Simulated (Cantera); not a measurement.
A freely propagating, adiabatic, planar premixed flame of CH4 : H2 : O2 : N2 = 1 : 0.13 : 1.59 : 3.97 (molar parts), equivalence ratio 1.3, unburnt at 625 K and 5.00 bar; multicomponent transport, grid criteria slope 0.08 and curve 0.16, no radiation.

Model: GRI-Mech 3.0 (53 species, 325 reactions), integrated in Cantera. Burning velocities carry a grid error of a few per cent, more on coarse grids.

Q: Predict: laminar burning velocity; thermal thickness; peak x(C2H); peak x(HO2); peak x(C2H6).

A: 
* **laminar burning velocity**: 142 cm/s
* **thermal thickness**: 0.0660 mm
* **peak x(C2H)**: 7.31e-6
* **peak x(HO2)**: 0.000307
* **peak x(C2H6)**: 0.00187
